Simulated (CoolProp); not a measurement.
Isohexane along the isobar 10900 kPa: density (kg/m³) from the reference equation and from simpler models built on Tc = 224.6 °C, pc = 3043 kPa, ω = 0.280; each cubic takes its own stable root.

Computed with CoolProp (reference Helmholtz-energy equation of state, Lemmon 2006). It is a short technical equation, of lower accuracy than the large ones.

| T (°C) | phase | reference | van der Waals | Redlich-Kwong | Soave-Redlich-Kwong | Peng-Robinson |
|---|---|---|---|---|---|---|
| 65.85 | liquid | 625.7 | 400.0 | 565.8 | 581.4 | 654.0 |
| 84.95 | liquid | 608.8 | 392.7 | 550.5 | 566.2 | 637.1 |
| 104.15 | liquid | 591.4 | 385.0 | 534.6 | 549.9 | 618.8 |
| 123.35 | liquid | 573.3 | 377.2 | 517.9 | 532.5 | 599.0 |
| 142.55 | liquid | 554.5 | 369.1 | 500.6 | 513.8 | 577.7 |
| 161.75 | liquid | 534.7 | 360.8 | 482.5 | 493.8 | 554.6 |
| 180.95 | liquid | 513.9 | 352.2 | 463.8 | 472.4 | 529.7 |
| 200.15 | liquid | 491.7 | 343.3 | 444.3 | 449.6 | 502.9 |
| 219.25 | liquid | 468.3 | 334.2 | 424.2 | 425.5 | 474.3 |
| 238.45 | supercritical | 443.3 | 324.8 | 403.5 | 399.9 | 443.9 |
| 257.65 | supercritical | 416.8 | 315.1 | 382.1 | 373.2 | 412.0 |
| 276.85 | supercritical | 389.1 | 305.1 | 360.5 | 345.9 | 379.5 |
